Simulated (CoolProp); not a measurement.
CH2F2 (R32) along the isobar 7200 kPa: Z from the reference equation and from simpler models built on Tc = 351.3 K, pc = 5783 kPa, ω = 0.277; each cubic takes its own stable root.

Model: reference Helmholtz-energy equation of state, Tillner-Roth 1997, in CoolProp.

```
T (K)          phase  reference  van der Waals  Redlich-Kwong  Soave-Redlich-Kwong  Peng-Robinson
-----  -------------  ---------  -------------  -------------  -------------------  -------------
325.3         liquid     0.1581         0.2856         0.2182               0.2104         0.1869
333.7         liquid     0.1627         0.2903         0.2264               0.2195         0.1955
342.1         liquid     0.1701         0.2980         0.2387               0.2336         0.2091
350.6         liquid     0.1843         0.3106         0.2592               0.2586         0.2335
359    supercritical     0.2259         0.3326         0.3000               0.3171         0.2924
367.5  supercritical     0.4020         0.3811         0.4083               0.4620         0.4347
375.9  supercritical     0.5067         0.4773         0.5121               0.5585         0.5284
384.3  supercritical     0.5731         0.5525         0.5767               0.6211         0.5902
392.8  supercritical     0.6232         0.6040         0.6244               0.6685         0.6374
401.2  supercritical     0.6628         0.6425         0.6616               0.7060         0.6751
409.7  supercritical     0.6960         0.6740         0.6927               0.7377         0.7071
418.1  supercritical     0.7240         0.7001         0.7189               0.7643         0.7342
426.6  supercritical     0.7485         0.7228         0.7418               0.7877         0.7580
435    supercritical     0.7698         0.7425         0.7617               0.8081         0.7788
```
